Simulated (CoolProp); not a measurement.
Vapour pressure (MPa) of hexamethyldisiloxane (MM): the reference equation beside estimates from Tc = 518.7 K, pc = 1.931 MPa, ω = 0.418. Clausius-Clapeyron is anchored at 273.3 K with a constant enthalpy of vaporisation of 38.98 kJ/mol.

Values from CoolProp's reference Helmholtz-energy equation of state, Thol 2016.

```csv
T (K),reference,Lee-Kesler,Clausius-Clapeyron,van der Waals,Redlich-Kwong,Peng-Robinson
257.6,0.0004725,0.0004664,0.0004810,0.05125,0.003968,0.0005344
259.9,0.0005577,0.0005497,0.0005651,0.05444,0.004491,0.0006266
262.1,0.0006513,0.0006411,0.0006575,0.05762,0.005042,0.0007274
264.4,0.0007634,0.0007506,0.0007682,0.06108,0.005675,0.0008475
266.6,0.0008858,0.0008702,0.0008892,0.06453,0.006340,0.0009780
268.8,0.001025,0.001006,0.001027,0.06812,0.007067,0.001126
271.1,0.001190,0.001167,0.001191,0.07201,0.007897,0.001300
273.3,0.001368,0.001342,0.001368,0.07589,0.008762,0.001488
275.6,0.001579,0.001548,0.001579,0.08009,0.009746,0.001709
277.8,0.001806,0.001769,0.001807,0.08426,0.01077,0.001946
280.1,0.002073,0.002030,0.002075,0.08879,0.01193,0.002223
282.3,0.002358,0.002309,0.002365,0.09327,0.01313,0.002519
284.6,0.002692,0.002636,0.002704,0.09813,0.01448,0.002864
286.8,0.003048,0.002984,0.003068,0.1029,0.01587,0.003230
```

Absolute difference from the reference over all 14 rows, mean and median: Lee-Kesler 1.8 and 1.9 %, Clausius-Clapeyron 0.5 and 0.3 %, van der Waals 6184.5 and 5699.4 %, Redlich-Kwong 562.6 and 552.1 %, Peng-Robinson 9.2 and 9.0 %.
